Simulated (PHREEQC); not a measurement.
A solution holds 0.64 mol NaCl, 0.57 mol KCl and 0.62 mol MgCl2 per kg of water, at 50 °C. It is in equilibrium with CO2 at log p = -3.4 (atm). Otherwise closed; pH follows from the charge balance.

Model: Pitzer model, pitzer.dat, run in PHREEQC.

No solid was allowed to form.

Problem. Predict the pH, osmotic coefficient.

Solution. pH 5.37; osmotic coefficient 1.044.

Problem. In which forms is C present?

Solution. CO2 71 %, HCO3- 29 % of the C.

In brines, pH and single-ion activities rest on the MacInnes convention. Constants without temperature data keep their 25 °C values here.
